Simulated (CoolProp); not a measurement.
Saturation properties of isohexane (Tc = 224.6 °C, pc = 30.43 bar, ω = 0.280).

The numbers come from the reference Helmholtz-energy equation of state, Lemmon 2006 in CoolProp. It is a short technical equation, of lower accuracy than the large ones.

```json
[
 {"T (°C)": "73.65", "p (bar)": "1.525", "liquid density (kg/m³)": "601.6", "vapour density (kg/m³)": "4.871", "enthalpy of vaporisation (kJ/kg)": "313.0", "liquid cp (kJ/(kg K))": "2.483", "surface tension (mN/m)": "12.1"},
 {"T (°C)": "78.35", "p (bar)": "1.744", "liquid density (kg/m³)": "596.7", "vapour density (kg/m³)": "5.535", "enthalpy of vaporisation (kJ/kg)": "309.3", "liquid cp (kJ/(kg K))": "2.509", "surface tension (mN/m)": "11.6"},
 {"T (°C)": "83.05", "p (bar)": "1.987", "liquid density (kg/m³)": "591.8", "vapour density (kg/m³)": "6.268", "enthalpy of vaporisation (kJ/kg)": "305.5", "liquid cp (kJ/(kg K))": "2.535", "surface tension (mN/m)": "11.2"},
 {"T (°C)": "87.75", "p (bar)": "2.256", "liquid density (kg/m³)": "586.8", "vapour density (kg/m³)": "7.075", "enthalpy of vaporisation (kJ/kg)": "301.7", "liquid cp (kJ/(kg K))": "2.561", "surface tension (mN/m)": "10.7"},
 {"T (°C)": "92.45", "p (bar)": "2.551", "liquid density (kg/m³)": "581.8", "vapour density (kg/m³)": "7.963", "enthalpy of vaporisation (kJ/kg)": "297.7", "liquid cp (kJ/(kg K))": "2.588", "surface tension (mN/m)": "10.3"},
 {"T (°C)": "97.15", "p (bar)": "2.874", "liquid density (kg/m³)": "576.6", "vapour density (kg/m³)": "8.937", "enthalpy of vaporisation (kJ/kg)": "293.7", "liquid cp (kJ/(kg K))": "2.616", "surface tension (mN/m)": "9.87"},
 {"T (°C)": "101.85", "p (bar)": "3.228", "liquid density (kg/m³)": "571.4", "vapour density (kg/m³)": "10.00", "enthalpy of vaporisation (kJ/kg)": "289.5", "liquid cp (kJ/(kg K))": "2.644", "surface tension (mN/m)": "9.44"},
 {"T (°C)": "106.55", "p (bar)": "3.614", "liquid density (kg/m³)": "566.0", "vapour density (kg/m³)": "11.17", "enthalpy of vaporisation (kJ/kg)": "285.2", "liquid cp (kJ/(kg K))": "2.673", "surface tension (mN/m)": "9.01"}
]
```

It boils at 60.2 °C under 1 atm.

Surface tension comes from a separate correlation (Mulero 2012).
